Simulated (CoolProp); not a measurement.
A simple Rankine cycle with c-C4F8 (RC318): condensing at 331.15 K, boiler at 1.81 MPa, turbine inlet 381.9 K, turbine efficiency 0.75, pump efficiency 0.6, no recuperator. Each further row changes one setting.

Model: reference Helmholtz-energy equation of state, Platzer 1990, in CoolProp. This equation is an older, rougher fit; its heat capacities, sound speeds and derivatives of the liquid may be far off and weren't checked against measurements.

```tsv
case	thermal efficiency (%)	net work (kJ/kg)	heat in (kJ/kg)	turbine exit temperature (K)	volume ratio over the turbine
as stated	5.1	6.23	122	362.0	2.64
turbine inlet 401.9 K	4.9	7.12	144	384.0	2.50
condensing temperature 323.15 K	6.1	8.10	132	358.1	3.31
boiler pressure 1.27 MPa	3.1	4.03	130	372.2	1.68
turbine efficiency 0.65	4.3	5.23	122	363.1	2.65
```
